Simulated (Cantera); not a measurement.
Feed: 1 mol Al2O3, 0.44 mol SiCl4, 0.22 mol O2, 8 mol Cl2, held at 16.0 Pa.

Method: chemical equilibrium by Gibbs-energy minimisation in Cantera with the NASA 1993 tables (ideal gas, pure condensed phases). Candidate condensed phases: Al, AlCl3, Al2O3, Al2SiO5, Al6Si2O13, Si, SiO2; 26 gas species. Mutual solubility and eutectic melting of coexisting phases are not modelled. The tables' values for AlCl2, SiO2 are old estimates; treat these amounts as uncertain. Condensed phases not in the tables: alloys, solid solutions and most ternary compounds. The numbers say what is thermodynamically allowed, not how fast it happens.

x: gas mole fraction; n: condensed amount in mol.

| T (K) | x Cl | x SiO | x AlCl3 | x Cl2 | x O | x AlOCl | x AlCl2 | n Al2O3(s) | n Al6Si2O13(mullite) |
|---|---|---|---|---|---|---|---|---|---|
| 1673 | 0.977 | 5.61e-5 | 0.0171 | 0.00552 | 1.98e-5 | 4.79e-5 | 0.000112 | 0.194 | 0.220 |
| 1723 | 0.979 | 0.000337 | 0.0166 | 0.00327 | 2.84e-5 | 0.000108 | 0.000263 | 0.203 | 0.217 |
| 1773 | 0.980 | 0.00175 | 0.0152 | 0.00199 | 4.14e-5 | 0.000228 | 0.000553 | 0.247 | 0.205 |
| 1823 | 0.979 | 0.00709 | 0.0109 | 0.00124 | 6.95e-5 | 0.000425 | 0.000873 | 0.418 | ___ |
| 1873 | 0.976 | 0.0170 | 0.00407 | 0.000789 | 0.000177 | 0.000611 | 0.000686 | 0.748 | ___ |
| 1923 | 0.972 | 0.0239 | 0.000761 | 0.000512 | 0.000701 | 0.000672 | 0.000261 | 0.979 | ___ |
| 1973 | 0.971 | 0.0241 | 0.000538 | 0.000342 | 0.00113 | 0.00112 | 0.000360 | 0.977 | ___ |

Problem. Complete the blanks.

Solution. 
- 1823, n Al6Si2O13(mullite): 0.158
- 1873, n Al6Si2O13(mullite): 0.0669
- 1923, n Al6Si2O13(mullite): 0.00114
- 1973, n Al6Si2O13(mullite): 0
